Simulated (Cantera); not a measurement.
A closed system holds: 1 mol SiCl₄, 1 mol H₂, held at 2.80 bar.

These are equilibrium values from Cantera (NASA tables, ideal gas, pure condensed phases), not measurements of a reactor. Candidate condensed phases: Si; 19 gas species. Equilibrium is a limit: real reactors are often held back by kinetics, nucleation or transport.

x: gas mole fraction; nothing condenses.

```
T (°C)   x H₂  x SiCl₄     x HCl  x SiHCl₃  x SiH₂Cl₂   x SiCl₃  x SiH₃Cl
------  -----  -------  --------  --------  ---------  --------  --------
252     0.499    0.499  0.000948  0.000948    6.89e-8  1.18e-10    <1e-12
277     0.499    0.499   0.00137   0.00137    1.59e-7  5.21e-10  3.40e-12
302     0.498    0.498   0.00192   0.00192    3.41e-7   2.02e-9  1.15e-11
327     0.497    0.497       ___       ___        ___   7.01e-9       ___
352     0.497    0.497   0.00345   0.00345    1.30e-6   2.20e-8  9.77e-11
377     0.496    0.496       ___       ___        ___   6.31e-8       ___
402     0.494    0.494   0.00567   0.00566    4.01e-6   1.67e-7  5.97e-10
427     0.493    0.493   0.00705   0.00704    6.62e-6   4.13e-7   1.33e-9
452     0.491    0.491   0.00864   0.00862    1.05e-5   9.57e-7   2.81e-9
477     0.490    0.490    0.0104    0.0104    1.62e-5   2.10e-6   5.63e-9
```

Question: What belongs in the gaps?

Answer: 
- 327, x HCl: 0.00261
- 327, x SiHCl₃: 0.00261
- 327, x SiH₂Cl₂: 6.85e-7
- 327, x SiH₃Cl: 3.51e-11
- 377, x HCl: 0.00447
- 377, x SiHCl₃: 0.00446
- 377, x SiH₂Cl₂: 2.33e-6
- 377, x SiH₃Cl: 2.50e-10
